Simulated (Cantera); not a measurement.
An isothermal, constant-pressure homogeneous reactor starts with NO : N2 = 1 : 0.75 (molar parts), at 1773 K and 0.0540 bar. Integrator tolerance rtol = 1e-08.

Detailed kinetics in Cantera: GRI-Mech 3.0 (53 species, 325 reactions).

Task: What does this change do: 0.035 parts H2O added?

Result: 
```tsv
quantity	before	after
x(NO) at 200 s	0.0651 (gas-phase equilibrium 0.00420)	0.0628 (gas-phase equilibrium 0.00412)
x(NO2) at 200 s	4.40e-5 (gas-phase equilibrium 3.01e-6)	4.20e-5 (gas-phase equilibrium 2.92e-6)
x(N2) at 200 s	0.682 (gas-phase equilibrium 0.712)	0.669 (gas-phase equilibrium 0.698)
x(O2) at 200 s	0.253 (gas-phase equilibrium 0.283)	0.248 (gas-phase equilibrium 0.278)
x(O) at 200 s	0.000205 (gas-phase equilibrium 0.000216)	0.000203 (gas-phase equilibrium 0.000214)
x(N2O) at 200 s	1.33e-6 (gas-phase equilibrium 5.35e-8)	1.07e-6 (gas-phase equilibrium 5.19e-8)
```
